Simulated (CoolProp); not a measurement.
The fluid at 293.15 K and 4.25 MPa is throttled through a valve to 2.18 MPa with no heat exchange. The same conditions are run with several fluids, on thermodynamics alone (safety and materials aside).

Model: reference Helmholtz-energy equation of state of each fluid (carbon dioxide: Span 1996; methane: Setzmann 1991; oxygen: Schmidt 1985; ethylene: Smukala 2000), in CoolProp.

```json
[
 {"fluid": "carbon dioxide", "temperature change (K)": "(withheld)", "final density (kg/m³)": "(withheld)"},
 {"fluid": "methane", "temperature change (K)": "(withheld)", "final density (kg/m³)": "(withheld)"},
 {"fluid": "oxygen", "temperature change (K)": "(withheld)", "final density (kg/m³)": "(withheld)"},
 {"fluid": "ethylene", "temperature change (K)": "(withheld)", "final density (kg/m³)": "(withheld)"}
]
```

Question: Some entries are withheld; supply them.

Answer: 
- carbon dioxide, temperature change (K): -27.3
- carbon dioxide, final density (kg/m³): 53.3
- methane, temperature change (K): -9.2
- methane, final density (kg/m³): 15.5
- oxygen, temperature change (K): -5.5
- oxygen, final density (kg/m³): 29.6
- ethylene, temperature change (K): -28.0
- ethylene, final density (kg/m³): 35.1
